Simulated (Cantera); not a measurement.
A freely propagating, adiabatic, planar premixed flame of H2 : O2 : N2 = 1 : 0.515 : 1.49 (molar parts), unburnt at 350 K and 0.405 atm; mixture-averaged transport, grid criteria slope 0.08 and curve 0.16, no radiation.

Detailed kinetics in Cantera: the H2/O2 subset of GRI-Mech 3.0, which has no nitrogen chemistry. Burning velocities carry a grid error of a few per cent, more on coarse grids.

Q: Predict: laminar burning velocity; thermal thickness; peak x(O); peak x(HO2); peak x(OH); peak x(H).

A: 
```
Property                     Value
------------------------  --------
laminar burning velocity  356 cm/s
thermal thickness          1.13 mm
peak x(O)                   0.0163
peak x(HO2)               0.000322
peak x(OH)                  0.0227
peak x(H)                   0.0722
```
